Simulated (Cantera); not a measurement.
Input: 1 mol BaF2, 2.5 mol O2, 7.2 mol H2, equilibrated at 1.33 mbar.

Cantera equilibrium calculation (NASA polynomials, part measured and part estimated; ideal gas, pure solids and liquids). Candidate condensed phases: Ba, BaF2, BaO, Ba(OH)2, H2O; 27 gas species. Mutual solubility and eutectic melting of coexisting phases are not modelled. The numbers say what is thermodynamically allowed, not how fast it happens.

Q: What share of the Ba ends up in condensed phases as a function of T (K), at 1200, 1225, 1250, 1275, 1300, 1325, 1350, 1375, 1400, 1425, 1450?

A: 
| T (K) | Ba condensed (%) | as |
|---|---|---|
| 1200 | 100.0 | BaF2(s) + BaO(s) |
| 1225 | 99.9 | BaF2(s) + BaO(s) |
| 1250 | 99.9 | BaF2(s) + BaO(s) |
| 1275 | 99.8 | BaF2(s) + BaO(s) |
| 1300 | 99.7 | BaF2(s) + BaO(s) |
| 1325 | 99.5 | BaF2(s) + BaO(s) |
| 1350 | 99.2 | BaF2(s) + BaO(s) |
| 1375 | 98.6 | BaF2(s) + BaO(s) |
| 1400 | 97.6 | BaF2(s) + BaO(s) |
| 1425 | 95.9 | BaF2(s) + BaO(s) |
| 1450 | 93.2 | BaF2(s) + BaO(s) |
